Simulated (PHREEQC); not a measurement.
2.9 g of hydrous ferric oxide (600 m²/g; 0.2 weak and 0.005 strong sites per Fe, Dzombak-Morel constants, diffuse double layer) in 1 kg of water with 0.005 mol/kgw of an inert sodium salt and 0.0001 mol PbCl2 and 0.016 mol ZnSO4, at 25 °C; the pH is set by adding NaOH or the inert anion's acid. O2 is buffered at 0.21 atm. CO2 from the air is kept out. Nothing may precipitate in this run.

Base run: PHREEQC, ion-association model, wateq4f.dat. Each further column changes one thing. The table gives S sorbed (%).

| pH | base | no electrostatic term (-no_edl) | background salt from 0.005 to 0.0005 mol/kgw | oxide from 2.9 to 14 g/kgw |
|---|---|---|---|---|
| 3 | 18.9 | 0.5 | 19.0 | 84.7 |
| 4 | 18.9 | 0.6 | 19.0 | 84.1 |
| 4.5 | 18.6 | 0.6 | 18.7 | 82.5 |
| 5.5 | 16.4 | 0.5 | 16.5 | 72.1 |
| 6.5 | 12.4 | 0.1 | 12.6 | 57.6 |
| 7.5 | 11.2 | 0.0 | 11.4 | 43.1 |
| 8 | 10.5 | 0.0 | 10.6 | 33.7 |
| 9 | 7.1 | 0.0 | 7.2 | 8.7 |

In at least one series the solution becomes supersaturated in solids that the run did not let form, among them Zn(OH)2-e, Zn4(OH)6SO4, Zn5(OH)8Cl2, Anglesite, Larnakite. The oxide is taken as insoluble; below pH 4 it would dissolve.
